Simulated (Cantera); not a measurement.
Input: 1 mol CF₄, 0.043 mol Si, 0.49 mol H₂, 0.036 mol CH₄, at 2125 K and 37.0 mbar.

Cantera equilibrium calculation (NASA polynomials, part measured and part estimated; ideal gas, pure solids and liquids). Candidate condensed phases: C, C₆H₆, C₇H₈, C₈H₁₈, Si, SiC; 113 gas species. Gases not in the tables: C₂F₆ and larger saturated fluorocarbons. Kinetics and transport are ignored.

What is the equilibrium state?


| Property | Value |
|---|---|
| x(HF) | 0.570 |
| x(CF₄) | 0.290 |
| x(CF₂) | 0.0825 |
| x(F) | 0.0302 |
| x(SiF₄) | 0.0218 |
| x(CF₃) | 0.00578 |
| x(CF) | 0.000250 |
| x(CHF₃) | 7.35e-6 |
| x(SiF₃) | 5.18e-6 |
| n(C(graphite)) | 0.290 mol |
| gas amount | 1.972 mol |
| log10 activity of Si(l) (absent) | -17.97 |
